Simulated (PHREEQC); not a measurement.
A made-up water analysis in mmol/kgw, 20 °C, pH 5.93, pe 9.2:

```
constituent           mmol/kgw
--------------------  --------
Na                       0.112
K                     0.000888
Ca                       0.033
Mg                      0.0232
Cl                      0.0551
S(6)                    0.0189
Alkalinity (meq/kgw)     0.134
Cd                     0.00473
Br                    0.000182
Ni                    0.000986
```

Valence states are taken as typed.

The numbers come from PHREEQC with the ion-association model, wateq4f.dat.

This is a speciation only: nothing precipitates in the calculation.

Task: Estimate the charge-balance error.

Result: charge-balance error 2.1 %.

Task: In which forms is Ni present?

Result: Ni+2 95 %, NiCO3 3.1 %, NiHCO3+ 1.6 % of the Ni.
